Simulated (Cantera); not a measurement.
Input (Python, Cantera) and output of one run.

```python
import numpy as np
import cantera as ct

gas_names = """
    CL CLO CL2 O O2 O3 Si SiCL SiCL2 SiCL3 SiCL4 SiO SiO2 Si2 Si3
""".split()
cond_names = """
    Si(cr) Si(L) SiO2(Lqz) SiO2(hqz) SiO2(L)
""".split()


# ... load() reads the species with a 1 bar reference pressure and builds the phases ...
atoms = {
    'SiO2': {'Si': 1, 'O': 2},
    'SiCl4': {'Si': 1, 'CL': 4},
    'O2': {'O': 2},
}
top_T = {}  # K; cautious upper limits of use, not melting points


# ... equilibrate(T, P, feed) seeds the gas with the atoms and calls Mixture.equilibrate('TP', solver="vcs", rtol=1e-11, max_steps=5000) ...
results = []
feed = {'SiO2': 1, 'SiCl4': 3.8, 'O2': 7.5}  # mol
P = 73  # Pa
for T in [650, 750, 850, 950, 1050, 1150, 1250]:
    mix = equilibrate(T, P, feed)
    results.append((T, P, feed, dict(zip(mix.species_names, mix.species_moles))))
    x = sorted(zip(gas.X, gas.species_names), reverse=True)
    print(f"T = {T:g} K  P = {P:g} Pa  gas = {mix.phase_moles(0):.4g} mol")
    print("   x: " + "  ".join(f"{s} {v:.3e}" for v, s in x if v > 0.0001))
    print("   condensed (mol): " + ("  ".join(f"{mix.phase(i).name} {mix.phase_moles(i):.4g}"
          for i in range(1, mix.n_phases) if mix.phase_moles(i) > 1e-12) or "none"))
```

Output:

```
T = 650 K  P = 73 Pa  gas = 11.3 mol
   x: CL2 6.726e-01  O2 3.274e-01
   condensed (mol): SiO2(Lqz) 4.8
T = 750 K  P = 73 Pa  gas = 11.3 mol
   x: CL2 6.725e-01  O2 3.274e-01
   condensed (mol): SiO2(Lqz) 4.8
T = 850 K  P = 73 Pa  gas = 11.3 mol
   x: CL2 6.719e-01  O2 3.273e-01  CL 8.470e-04
   condensed (mol): SiO2(hqz) 4.8
T = 950 K  P = 73 Pa  gas = 11.33 mol
   x: CL2 6.681e-01  O2 3.266e-01  CL 5.352e-03
   condensed (mol): SiO2(hqz) 4.8
T = 1050 K  P = 73 Pa  gas = 11.44 mol
   x: CL2 6.527e-01  O2 3.235e-01  CL 2.369e-02
   condensed (mol): SiO2(hqz) 4.8
T = 1150 K  P = 73 Pa  gas = 11.76 mol
   x: CL2 6.064e-01  O2 3.145e-01  CL 7.903e-02
   condensed (mol): SiO2(hqz) 4.8
T = 1250 K  P = 73 Pa  gas = 12.59 mol
   x: CL2 5.015e-01  O2 2.939e-01  CL 2.045e-01  CLO 1.074e-04
   condensed (mol): SiO2(hqz) 4.8
```

These are equilibrium values from Cantera (NASA tables, ideal gas, pure condensed phases), not measurements of a reactor. The tables hold silica as quartz up to 1696 K and as liquid above; real silica turns to tridymite and cristobalite and melts near 1996 K.
